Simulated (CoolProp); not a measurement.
Values from CoolProp's reference Helmholtz-energy equation of state, Lemmon 2006. It is a short technical equation, of lower accuracy than the large ones.

Task: For carbonyl sulfide, give the phase and the cv (kJ/(kg K)) at 110.35 °C and 0.302 bar; 110.35 °C and 27.8 bar; 110.35 °C and 63.3 bar.

Result: 
- 110.35 °C and 0.302 bar: gas; cv 0.615
- 110.35 °C and 27.8 bar: gas; cv 0.657
- 110.35 °C and 63.3 bar: gas; cv 0.811
